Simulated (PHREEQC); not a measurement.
0.026 g of hydrous ferric oxide (600 m²/g; 0.2 weak and 0.005 strong sites per Fe, Dzombak-Morel constants, diffuse double layer) in 1 kg of water with 0.01 mol/kgw of an inert sodium salt and 7.6e-07 mol SrCl2, at 25 °C; the pH is set by adding NaOH or the inert anion's acid. O2 is buffered at 0.21 atm. No CO2 enters from the air. Nothing may precipitate in this run.

Computed with PHREEQC (ion-association model, wateq4f.dat).

| pH | Sr sorbed (%) | surface charge σ (C/m²) | surface potential ψ (mV) |
|---|---|---|---|
| 4 | 0.0 | 0.216 | 185 |
| 4.5 | 0.0 | 0.160 | 170 |
| 5 | 0.0 | 0.113 | 152 |
| 5.5 | 0.0 | 0.077 | 132 |
| 6.5 | 0.0 | 0.030 | 86 |
| 7 | 0.1 | 0.017 | 61 |
| 7.5 | 0.6 | 0.008 | 34 |
| 8 | 4.5 | 0.001 | 6 |
| 8.5 | 25.7 | -0.005 | -21 |
| 9 | 66.9 | -0.012 | -47 |
| 9.5 | 92.4 | -0.023 | -73 |
| 10.5 | 99.8 | -0.062 | -121 |
| 11 | 100.0 | -0.096 | -141 |
| 11.5 | 100.0 | -0.146 | -158 |
| 12 | 100.0 | -0.222 | -167 |

Species that the database lacks are ignored.
